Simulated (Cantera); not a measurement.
A Cantera script and what it prints.

```python
import numpy as np
import cantera as ct

gas_names = """
    CO CH4 CH3
""".split()
cond_names = """
    CaO(s) CaO(L) CaO2H2(s)
""".split()


# ... load() reads the species with a 1 bar reference pressure and builds the phases ...
species = {s.name: s for s in load("nasa_gas.yaml", gas_names) + load("nasa_condensed.yaml", cond_names)}
# Each term lists the table entries of one substance; the one whose range holds T is used.
reactions = {
    'CaO + CO(g) + 5 CH4(g) = 6 CH3(g) + Ca(OH)2':
        [(-1, ['CaO(s)', 'CaO(L)']), (-1, ['CO']), (-5, ['CH4']), (6, ['CH3']), (1, ['CaO2H2(s)'])],
}


def pick(names, T):
    return next(species[n] for n in names if species[n].thermo.min_temp <= T <= species[n].thermo.max_temp)


results = []
for label, terms in reactions.items():
    print(label)
    print("     T/K   dH/kJ  dS/(J/K)   dG/kJ   log10 K")
    for T in [300, 673, 698, 723, 748, 773, 798, 823, 848, 873, 898]:
        used = [(nu, pick(names, T)) for nu, names in terms]
        dH = sum(nu * s.thermo.h(T) for nu, s in used) / 1e6
        dS = sum(nu * s.thermo.s(T) for nu, s in used) / 1e3
        dG = dH - T * dS / 1e3
        logK = -dG * 1e6 / (ct.gas_constant * T * np.log(10))
        results.append((label, T, dH, dS, dG, logK, [s.name for _, s in used]))
        print(f"{T:8g} {dH:8.1f} {dS:8.1f} {dG:8.1f} {logK:8.2f}")
```

Result:

```
CaO + CO(g) + 5 CH4(g) = 6 CH3(g) + Ca(OH)2
     T/K   dH/kJ  dS/(J/K)   dG/kJ   log10 K
     300   1014.0     80.1    990.0  -172.37
     673   1037.0    131.3    948.6   -73.62
     698   1038.0    132.9    945.3   -70.74
     723   1039.0    134.3    942.0   -68.05
     748   1040.0    135.5    938.6   -65.54
     773   1040.9    136.7    935.2   -63.19
     798   1041.7    137.8    931.8   -60.99
     823   1042.5    138.7    928.3   -58.92
     848   1043.2    139.6    924.8   -56.97
     873   1043.9    140.4    921.3   -55.13
     898   1044.5    141.1    917.8   -53.39
```

Source: NASA polynomial tables (part measured, part estimated), evaluated in Cantera. Condensed species are held in their standard states even where they would react or evaporate.
